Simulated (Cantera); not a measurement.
**Reactions in the system N-O-Zr**

Cantera with NASA thermochemical tables; ideal gases at 1 bar, condensed phases pure. Values are per mole of reaction as written; species without (g) are pure solids or liquids, kept so even where they would boil at 1 bar. ZrN: taken at fixed stoichiometry.

2 NO(g) + 3 Zr ⇌ ZrO2(g) + 2 ZrN

| T (K) | ΔH° (kJ) | ΔS° (J/K) | ΔG° (kJ) | log10 K | condensed phases |
|---|---|---|---|---|---|
| 1723 | -1203.6 | -190.2 | -875.9 | 26.55 | Zr(β), ZrN(s) |
| 1823 | -1203.0 | -189.8 | -856.9 | 24.55 | Zr(β), ZrN(s) |
| 1923 | -1202.5 | -189.6 | -837.9 | 22.76 | Zr(β), ZrN(s) |
| 2023 | -1202.3 | -189.5 | -819.0 | 21.15 | Zr(β), ZrN(s) |
| 2123 | -1202.3 | -189.5 | -800.0 | 19.68 | Zr(β), ZrN(s) |
| 2223 | -1266.9 | -219.9 | -778.1 | 18.28 | Zr(l), ZrN(s) |
